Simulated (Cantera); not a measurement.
An isothermal, constant-pressure homogeneous reactor starts with 2.61 % C2H4, 96.5 % H2, 0.887 % N2, at 1850 K and 2.33 Torr.

Detailed kinetics in Cantera: GRI-Mech 3.0 (53 species, 325 reactions). GRI-Mech 3.0 was tuned for natural gas; its chemistry of ethylene as a main component is partial and can be far from experiment. GRI-Mech 3.0 stops at C3 and has no aromatics, soot or wall deposition, so with more carbon than oxygen in the feed, carbon stays in small species such as C2H2 where larger ones or solid carbon would form. Radical loss at walls, strong at low pressure, is not modelled.

x: mole fraction; the columns are a selection and need not sum to one.

```tsv
t (s)	x C2H4	x H2	x C2H	x CH4	x C2H2
1.00e-6	0.0261	0.965	<1e-12	<1e-12	8.28e-7
3.64e-6	0.0261	0.965	<1e-12	<1e-12	3.02e-6
1.33e-5	0.0261	0.965	<1e-12	<1e-12	…
4.84e-5	0.0260	0.965	<1e-12	<1e-12	4.00e-5
0.000176	0.0259	0.965	<1e-12	6.41e-11	0.000146
0.000643	0.0255	0.965	1.17e-11	2.50e-9	0.000528
0.00234	0.0242	0.965	1.50e-10	…	…
0.00854	0.0196	0.965	1.74e-9	1.84e-7	0.00630
0.0311	0.00874	0.966	1.37e-8	8.34e-7	0.0169
0.113	0.000314	0.966	4.80e-8	1.66e-6	0.0251
0.413	5.78e-6	0.965	1.40e-7	1.72e-6	0.0254
1.51	3.15e-6	0.964	4.61e-7	1.84e-6	0.0254
5.49	1.73e-6	0.961	1.41e-6	2.69e-6	0.0254
20.0	1.27e-6	0.957	2.59e-6	7.45e-6	0.0253
```

What belongs in the gaps?


- 1.33e-5, x C2H2: 1.10e-5
- 0.00234, x CH4: 3.06e-8
- 0.00234, x C2H2: 0.00188
